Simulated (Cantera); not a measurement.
Feed: 1 mol SiHCl3, 3.5 mol NH3, 92 mol H2.

Method: chemical equilibrium by Gibbs-energy minimisation in Cantera with the NASA 1993 tables (ideal gas, pure condensed phases). Candidate condensed phases: NH4Cl, Si, Si3N4; 28 gas species. Mutual solubility and eutectic melting of coexisting phases are not modelled. The tables' values for SiCl3 are old estimates. Rates play no part.

Problem. What condenses at these points (T in K, P in Pa): (1800, 17); (1500, 8400); (1600, 59); (1750, 29000); (1750, 2400); (2100, 100000); (1850, 210)?

Solution. 
| T (K) | P in Pa | condensed phases | Si condensed (%) |
|---|---|---|---|
| 1800 | 17 | gas only | 0.0 |
| 1500 | 8400 | Si3N4 | 96.0 |
| 1600 | 59 | Si | 74.9 |
| 1750 | 29000 | Si + Si3N4 | 77.0 |
| 1750 | 2400 | Si | 76.3 |
| 2100 | 100000 | Si | 79.4 |
| 1850 | 210 | Si | 43.9 |
